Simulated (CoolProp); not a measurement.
A simple Rankine cycle with water: condensing at 310.15 K, boiler at 5.56 MPa, turbine inlet 548.8 K, turbine efficiency 0.85, pump efficiency 0.8, no recuperator. Each further row changes one setting.

Model: reference Helmholtz-energy equation of state, Wagner 2002, in CoolProp.

| case | thermal efficiency (%) | net work (kJ/kg) | heat in (kJ/kg) | turbine exit temperature (K) | volume ratio over the turbine |
|---|---|---|---|---|---|
| as stated | 30.9 | 818 | 2650 | 310.2 | 478 |
| turbine inlet 568.8 K | 31.1 | 848 | 2730 | 310.2 | 451 |
| condensing temperature 302.15 K | 31.9 | 856 | 2680 | 302.1 | 722 |
| boiler pressure 3.89 MPa | 29.8 | 815 | 2730 | 310.2 | 320 |
| turbine efficiency 0.75 | 27.2 | 721 | 2650 | 310.2 | 503 |

The expansion ends wet for: as stated; turbine inlet 568.8 K; condensing temperature 302.15 K; boiler pressure 3.89 MPa; turbine efficiency 0.75.
